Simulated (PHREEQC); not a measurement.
# Copper plating or etch bath: an equilibrium model

Consider water at 38 °C with 0.21 mol CuSO4 and 0.0067 mol Na2SO4 per kg of water. Closed to the air; pH follows from the charge balance.

The numbers come from PHREEQC with the ion-association model, phreeqc.dat.

No solid was allowed to form.

### Question
Estimate the pH, ionic strength.

### Answer
pH 4.29; ionic strength 0.406 mol/kgw.

### Question
In which forms is Cu present?

### Answer
CuSO4 54 %, Cu+2 46 % of the Cu.

At this temperature some constants are extrapolated from 25 °C, and those without enthalpy data are left unchanged.
